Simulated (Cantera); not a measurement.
Cantera with NASA thermochemical tables; ideal gases at 1 bar, condensed phases pure. Values are per mole of reaction as written; species without (g) are pure solids or liquids, kept so even where they would boil at 1 bar.

Between 1450 and 2650 K, where is each reaction favourable under standard conditions?
- Cr2O3 = 2 Cr + 3 O(g)


- Cr2O3 = 2 Cr + 3 O(g): ΔG° is 1231 kJ at 1450 K and 676 kJ at 2650 K; it stays positive (K < 1). ΔH° is 1809 kJ and ΔS° 428 J/K at 2650 K.
